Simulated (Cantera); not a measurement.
Feed: 1 mol FeS, 4.6 mol O₂, 0.25 mol CO₂, 0.58 mol SO₂, at 600 °C.

Equilibrium computed with Cantera from the NASA thermochemical tables; the gas is ideal and each condensed phase is pure. Candidate condensed phases: C, Fe, Fe(CO)₅, FeO, FeS, FeSO₄, FeS₂, Fe₂O₃, Fe₂(SO₄)₃, Fe₃O₄, S; 25 gas species. Kinetics and transport are ignored.

Task: Which condensed phases are stable at each of these points (P (Pa)): 1000, 2300, 5400, 13000, 29000, 68000, 160000, 370000, 860000, 2000000?

Result: 
| P (Pa) | condensed phases | Fe condensed (%) |
|---|---|---|
| 1000 | Fe₂O₃(s) | 100.0 |
| 2300 | Fe₂O₃(s) | 100.0 |
| 5400 | Fe₂O₃(s) + Fe₂(SO₄)₃(s) | 100.0 |
| 13000 | Fe₂O₃(s) + Fe₂(SO₄)₃(s) | 100.0 |
| 29000 | Fe₂O₃(s) + Fe₂(SO₄)₃(s) | 100.0 |
| 68000 | Fe₂(SO₄)₃(s) | 100.0 |
| 160000 | Fe₂(SO₄)₃(s) | 100.0 |
| 370000 | Fe₂(SO₄)₃(s) | 100.0 |
| 860000 | Fe₂(SO₄)₃(s) | 100.0 |
| 2000000 | Fe₂(SO₄)₃(s) | 100.0 |

From 0.0100 bar to 0.0230 bar the condensed part is Fe₂O₃(s). From 0.0540 bar to 0.290 bar the condensed part is Fe₂O₃(s) + Fe₂(SO₄)₃(s). From 0.680 bar to 20.0 bar the condensed part is Fe₂(SO₄)₃(s).
